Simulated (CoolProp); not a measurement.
The fluid at 475.33 K and 0.245 MPa expands adiabatically to 0.106 MPa with isentropic efficiency 0.85. The same conditions are run with several fluids, on thermodynamics alone (safety and materials aside).

Model: reference Helmholtz-energy equation of state of each fluid (toluene: Lemmon 2006; oxygen: Schmidt 1985; CF4 (R14): Platzer 1990; trans-2-butene: Lemmon 2005; R141b: Lemmon 2006), in CoolProp. The equations of Platzer and Polt are older, rougher fits.

Question: Rank toluene, oxygen, CF4 (R14), trans-2-butene, R141b by work (kJ/kg), highest first.

Answer: oxygen (78.6), trans-2-butene (48.2), CF4 (R14) (30.6), toluene (28.8), R141b (23.0)

```tsv
fluid	final temperature (K)	final density (kg/m³)
toluene	456.7	2.63
oxygen	392.6	1.04
CF4 (R14)	440.2	2.55
trans-2-butene	452.2	1.59
R141b	450.2	3.35
```

Above 300 K oxygen's equation is extrapolated.
